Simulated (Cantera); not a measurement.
Input: 1 mol AlCl3, 0.3 mol NH3, 560 mol H2, equilibrated at 527 °C and 100000 Pa.

Cantera equilibrium calculation (NASA polynomials, part measured and part estimated; ideal gas, pure solids and liquids). Candidate condensed phases: Al, AlCl3, AlN, NH4Cl; 20 gas species. Rates play no part.

Base state: H2 0.997, HCl 0.00160, AlCl3 0.00124 (mole fractions); condensed: AlN(s).

Question: What changes in the equilibrium state with this change: temperature from 527 °C to 1577 °C?

Answer: 
```tsv
species	before	after
H2	0.997	0.994
HCl	0.00160	0.00350
AlCl	<1e-9	0.00172
H	<1e-9	0.000537
N2	<1e-9	0.000266
AlN(s), mol	0.300	0
```
The tables' values for AlCl2 are old estimates; treat these amounts as uncertain.
